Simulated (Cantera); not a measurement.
Input: 1 mol FeS2, 1 mol O2, a varied amount of N2, equilibrated at 1423.15 K and 1330 Pa.

Equilibrium computed with Cantera from the NASA thermochemical tables; the gas is ideal and each condensed phase is pure. Candidate condensed phases: Fe, FeO, FeS, FeSO4, FeS2, Fe2O3, Fe2(SO4)3, Fe3O4, S; 19 gas species. Metal and sulfide melt together well below either melting point, which pure phases cannot show. Mutual solubility and eutectic melting of coexisting phases are not modelled. The tables' stoichiometric FeO is somewhat more stable than real wüstite, so its field is too wide. FeO, FeS: taken at fixed stoichiometry. Rates play no part.

At 6.3 mol N2, list the 6 most abundant gas species with their mole fractions, and the condensed phases.

N2 0.841, SO2 0.0818, S2 0.0743, SO 0.00223, S2O 0.000702, S 3.75e-5. Condensed: FeO(s) + FeS(s).
